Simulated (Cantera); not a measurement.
Hydrogen reduction and annealing atmospheres: Fe3O4 + H2

Feed: 1 mol Fe3O4, 18 mol H2, at 0.150 Torr.

These are equilibrium values from Cantera (NASA tables, ideal gas, pure condensed phases), not measurements of a reactor. Candidate condensed phases: Fe, FeO, Fe(OH)2, Fe(OH)3, Fe2O3, Fe3O4, H2O; 12 gas species. The numbers say what is thermodynamically allowed, not how fast it happens.

```
T (K)  log p H2  log p H2O  log p Fe  log p H  log p OH  log p FeO  log p O  n Fe(γ)  n Fe(δ)
-----  --------  ---------  --------  -------  --------  ---------  -------  -------  -------
1248      -3.81      -4.35     -9.63    -8.23    -10.77     -13.14   -15.20     3.00        0
1348      -3.81      -4.35     -8.39    -7.54     -9.88     -11.65   -13.64     3.00        0
1448      -3.81      -4.35     -7.32    -6.94     -9.11     -10.37   -12.29     3.00        0
1548      -3.81      -4.35     -6.39    -6.42     -8.44      -9.25   -11.11     2.96        0
1648      -3.82      -4.36     -5.58    -5.96     -7.85      -8.27   -10.08     2.76        0
1748      -3.85      -4.39     -4.87    -5.56     -7.34      -7.41    -9.16        0     1.68
1848      -3.89      -4.43     -4.55    -5.22     -6.89      -6.96    -8.34        0        0
```
log p: log10 of the partial pressure in bar; n: condensed amount in mol.

From 1248 K to 1648 K the condensed part is Fe(γ). At 1748 K the condensed part is Fe(δ). At 1848 K nothing is condensed. The main Fe-bearing gas is Fe throughout.
